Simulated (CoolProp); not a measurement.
Computed with CoolProp (reference Helmholtz-energy equation of state, McLinden 2015).

Task: Give the vapour pressure (bar), vapour density (kg/m³), liquid cp (kJ/(kg K)) of saturated the fluoroketone C6F12O (FK-5-1-12) at 425.1 K.

Result: 
| T (K) | p (bar) | vapour density (kg/m³) | liquid cp (kJ/(kg K)) |
|---|---|---|---|
| 425.1 | 13.7 | 218 | 1.54 |
